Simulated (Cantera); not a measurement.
What does this Cantera script print?

```python
import numpy as np
import cantera as ct

gas_names = """
    C CH CH2 CH3 CH2OH CH3O CH4 CH3OH CN CO CO2 COOH C2 C2H CHCO,ketyl C2H2,acetylene C2H2,vinylidene
    CH2CO,ketene C2H3,vinyl CH3CN CH3CO,acetyl C2H4 C2H4O,ethylen CH3CHO,ethanal CH3COOH (HCOOH)2 C2H5
    C2H6 CH3OCH3 C2H5OH CCN CNC C2N2 C2O C3 C3H3,propargyl C3H4,allene C3H4,propyne C3H4,cyclo-
    C3H5,allyl C3H6,propylene C3H6,cyclo- C3H6O C3H7,n-propyl C3H7,i-propyl C3H8 C3H8O,1propanol
    C3H8O,2propanol C3O2 C4 C4H2 C4H4,1,3-cyclo- C4H6,butadiene C4H6,2-butyne C4H6,cyclo- C4H8,1-butene
    C4H8,cis2-buten C4H8,tr2-butene C4H8,isobutene C4H8,cyclo- (CH3COOH)2 C4H9,n-butyl C4H9,i-butyl
    C4H9,s-butyl C4H9,t-butyl C4H10,isobutane C4H10,n-butane C4N2 C5 C5H6,1,3cyclo- C5H8,cyclo-
    C5H10,1-pentene C5H10,cyclo- C5H11,pentyl C5H11,t-pentyl C5H12,n-pentane C5H12,i-pentane
    CH3C(CH3)2CH3 C6H2 C6H5,phenyl C6H5O,phenoxy C6H6 C6H5OH,phenol C6H10,cyclo- C6H12,1-hexene
    C6H12,cyclo- C6H13,n-hexyl C7H7,benzyl C7H8 C7H8O,cresol C7H14,1-heptene C7H15,n-heptyl
    C7H16,n-heptane C8H8,styrene C8H10,ethylbenz C8H16,1-octene C8H17,n-octyl C8H18,isooctane
    C8H18,n-octane C9H19,n-nonyl C10H8,naphthale C10H21,n-decyl C12H9,o-bipheny C12H10,bipheny H HCN HCO
    HCCN HNC HNCO HNO HNO2 HNO3 HO2 H2 HCHO,formaldehy HCOOH H2O H2O2 N NCO NH NH2 NH3 NH2OH NO NO2 NO3
    N2 N2H2 N2H4 N2O O OH O2 O3 Si SiC SiC2 SiC4H12 SiH SiH2 SiH3 SiH4 SiN SiO SiO2 Si2 Si2C Si2N Si3
""".split()
cond_names = """
    C(gr) C6H6(L) C7H8(L) C8H18(L),n-octa H2O(s) H2O(L) Si(cr) Si(L) SiC(b) SiO2(Lqz) SiO2(hqz) SiO2(L)
    Si2N2O(s) Si3N4(a)
""".split()


def load(file, names, dense=False):
    # The tables refer to 1 bar. Condensed volumes are neglected.
    table = {s.name: s for s in ct.Species.list_from_file(file)}
    out = []
    for n in names:
        d = dict(table[n].input_data)
        d["thermo"] = dict(d["thermo"], **{"reference-pressure": 1e5})
        if dense:
            d["equation-of-state"] = {"model": "constant-volume", "density": "1e6 g/cm^3"}
        out.append(ct.Species.from_dict(d))
    return out


gas = ct.Solution(thermo="ideal-gas", species=load("nasa_gas.yaml", gas_names))
cond = {s.name: ct.Solution(thermo="fixed-stoichiometry", species=[s], name=s.name)
        for s in load("nasa_condensed.yaml", cond_names, dense=True)}
atoms = {
    'HMDSO': {'Si': 2, 'C': 6, 'H': 18, 'O': 1},
    'O3': {'O': 3},
    'N2': {'N': 2},
}
top_T = {'C(gr)': 4500, 'SiC(b)': 3050, 'Si2N2O(s)': 2100, 'Si3N4(a)': 2400}  # K; cautious upper limits of use, not melting points


def equilibrate(T, P, feed):
    n = {}
    for name, mol in feed.items():
        for a, k in atoms[name].items():
            n[a] = n.get(a, 0.0) + k * mol
    gas.TPX = T, P, n
    mass = sum(n.values()) * gas.mean_molecular_weight
    gas.equilibrate("TP")
    valid = [c for c in cond.values() if c.min_temp <= T <= top_T.get(c.name, c.max_temp)]
    mix = ct.Mixture([(gas, mass / gas.mean_molecular_weight)] + [(c, 0.0) for c in valid])
    mix.T, mix.P = T, P
    mix.equilibrate("TP", solver="vcs", rtol=1e-11, max_steps=5000)
    return mix


results = []
feed = {'HMDSO': 1, 'O3': 2.1, 'N2': 37}  # mol
T = 1173  # K
P = 7700  # Pa
mix = equilibrate(T, P, feed)
results.append((T, P, feed, dict(zip(mix.species_names, mix.species_moles))))
x = sorted(zip(gas.X, gas.species_names), reverse=True)
print(f"T = {T:g} K  P = {P:g} Pa  gas = {mix.phase_moles(0):.4g} mol")
print("   x: " + "  ".join(f"{s} {v:.3e}" for v, s in x if v > 1e-05))
print("   condensed (mol): " + ("  ".join(f"{mix.phase(i).name} {mix.phase_moles(i):.4g}"
      for i in range(1, mix.n_phases) if mix.phase_moles(i) > 1e-12) or "none"))
```

Output:

```
T = 1173 K  P = 7700 Pa  gas = 49.3 mol
   x: N2 7.506e-01  H2 1.824e-01  CO 6.689e-02  CH4 4.985e-05  H2O 3.335e-05  HCN 2.030e-05
   condensed (mol): C(gr) 2.699  SiO2(hqz) 2
```

Equilibrium computed with Cantera from the NASA thermochemical tables; the gas is ideal and each condensed phase is pure. The feed counts by its element totals alone. The tables hold silica as quartz up to 1696 K and as liquid above; real silica turns to tridymite and cristobalite and melts near 1996 K.
